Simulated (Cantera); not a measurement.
Input: 1 mol SiH2Cl2, 0.49 mol NH3, 32 mol N2, held at 13.3 mbar.

Method: chemical equilibrium by Gibbs-energy minimisation in Cantera with the NASA 1993 tables (ideal gas, pure condensed phases). Candidate condensed phases: NH4Cl, Si, Si3N4; 28 gas species. The tables' values for SiCl3 are old estimates; treat these amounts as uncertain. Equilibrium is a limit: real reactors are often held back by kinetics, nucleation or transport. All values below are at 1227 °C.

Base state: N2 0.921, HCl 0.0449, H2 0.0279, SiCl2 0.00570, SiCl3 0.000440, SiCl4 0.000108, Cl 3.30e-5, H 2.55e-5 (mole fractions); condensed: Si3N4(s).

**Question.** What changes in the equilibrium state with this change: pressure from 13.3 mbar to 0.470 bar?

**Answer.** 
| species | before | after |
|---|---|---|
| N2 | 0.921 | 0.921 |
| HCl | 0.0449 | 0.0519 |
| H2 | 0.0279 | 0.0246 |
| SiCl2 | 0.00570 | 0.000805 |
| SiCl4 | 0.000108 | 0.000817 |
| H | 2.55e-5 | 4.03e-6 |
| SiHCl3 | 6.95e-6 | 4.01e-5 |
| Cl | 3.30e-5 | 6.85e-6 |
| Si3N4(s), mol | 0.262 | 0.309 |
